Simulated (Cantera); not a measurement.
Input (Python, Cantera):

```python
import numpy as np
import cantera as ct

gas = ct.Solution("gri30.yaml")
gas.TPX = 1150, 160000, {'CO': 0.0073, 'O2': 0.013, 'H2O': 0.085, 'N2': 1}
reactor = ct.IdealGasConstPressureReactor(gas, energy="off", clone=False)
net = ct.ReactorNet([reactor])
net.rtol, net.atol = 1e-08, 1e-18
show = ['CO', 'O2', 'H2O', 'HO2', 'CO2']
times = np.geomspace(0.0007, 3, 13)

steps = ct.SolutionArray(gas, extra=["t"])
rows = []
print(f"{'t/s':>10s}{'T/K':>9s}{'P/Pa':>11s}" + "".join(f"{s:>11s}" for s in show))
for t in times:
    while net.time < t:
        t_next = net.step()
        steps.append(gas.state, t=t_next)
    rows.append([np.interp(t, steps.t, y) for y in (steps.T, steps.P, *steps(*show).X.T)])
    print(f"{t:10.3e}{rows[-1][0]:9.1f}{rows[-1][1]:11.4g}" + "".join(f"{x:11.3e}" for x in rows[-1][2:]))
rate = np.gradient(steps.T, steps.t)
print("integrator steps:", len(steps.t))
if steps.T.max() > steps.T[0] + 200:
    print(f"time of steepest temperature rise: {steps.t[rate.argmax()]:.4e} s")
gas.TPX = 1150, 160000, {'CO': 0.0073, 'O2': 0.013, 'H2O': 0.085, 'N2': 1}
gas.equilibrate("TP")
print(f"equilibrium (TP): T = {gas.T:.1f} K  " + "  ".join(f"{s} {gas[s].X[0]:.3e}" for s in show))
```

Result:

```
       t/s      T/K       P/Pa         CO         O2        H2O        HO2        CO2
 7.000e-04   1150.0    1.6e+05  6.604e-03  1.176e-02  7.690e-02  1.642e-08  5.423e-08
 1.405e-03   1150.0    1.6e+05  6.603e-03  1.176e-02  7.690e-02  5.164e-07  1.763e-06
 2.821e-03   1150.0    1.6e+05  6.223e-03  1.159e-02  7.681e-02  8.780e-06  3.823e-04
 5.664e-03   1150.0    1.6e+05  3.477e-03  1.029e-02  7.678e-02  7.767e-06  3.137e-03
 1.137e-02   1150.0    1.6e+05  1.433e-03  9.233e-03  7.698e-02  4.967e-06  5.188e-03
 2.283e-02   1150.0    1.6e+05  5.369e-04  8.766e-03  7.709e-02  2.610e-06  6.088e-03
 4.583e-02   1150.0    1.6e+05  1.869e-04  8.583e-03  7.713e-02  1.110e-06  6.439e-03
 9.200e-02   1150.0    1.6e+05  5.581e-05  8.515e-03  7.715e-02  3.676e-07  6.570e-03
 1.847e-01   1150.0    1.6e+05  1.251e-05  8.493e-03  7.715e-02  8.745e-08  6.614e-03
 3.708e-01   1150.0    1.6e+05  1.900e-06  8.488e-03  7.716e-02  1.468e-08  6.625e-03
 7.444e-01   1150.0    1.6e+05  1.853e-07  8.487e-03  7.716e-02  2.281e-09  6.626e-03
 1.494e+00   1150.0    1.6e+05  9.821e-09  8.487e-03  7.716e-02  8.045e-10  6.626e-03
 3.000e+00   1150.0    1.6e+05  4.584e-10  8.487e-03  7.716e-02  6.769e-10  6.626e-03
integrator steps: 1185
equilibrium (TP): T = 1150.0 K  CO 2.926e-10  O2 8.473e-03  H2O 7.716e-02  HO2 6.676e-10  CO2 6.626e-03
```

Cantera simulation using GRI-Mech 3.0 (53 species, 325 reactions); the numbers are that mechanism's predictions, not measurements.
